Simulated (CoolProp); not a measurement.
Normal hydrogen along the isotherm 19 K: Z from the reference equation and from simpler models built on Tc = 33.1 K, pc = 1.296 MPa, ω = -0.219; each cubic takes its own stable root.

Values from CoolProp's reference Helmholtz-energy equation of state, Leachman 2009.

```csv
p (MPa),phase,reference,Redlich-Kwong,Peng-Robinson
0.0102,gas,0.9897,0.9875,0.9899
0.0173,gas,0.9825,0.002513,0.9828
0.0292,gas,0.9700,[?],0.9707
0.0493,gas,0.9480,0.007160,0.9497
0.0831,liquid,0.01465,0.01207,0.01157
0.14,liquid,[?],0.02032,0.01947
0.237,liquid,0.04168,[?],0.03291
0.4,liquid,0.07016,[?],0.05540
0.674,liquid,0.1177,0.09741,[?]
1.14,liquid,[?],0.1642,0.1563
1.92,liquid,[?],0.2750,0.2607
3.24,liquid,0.5466,0.4601,0.4337
```

Complete the blanks.


- 0.0292, Redlich-Kwong: 0.004242
- 0.14, reference: 0.02466
- 0.237, Redlich-Kwong: 0.03437
- 0.4, Redlich-Kwong: 0.05793
- 0.674, Peng-Robinson: 0.09299
- 1.14, reference: 0.1977
- 1.92, reference: 0.3294

At some of these states Redlich-Kwong gives the other phase, because its saturation line lies elsewhere.
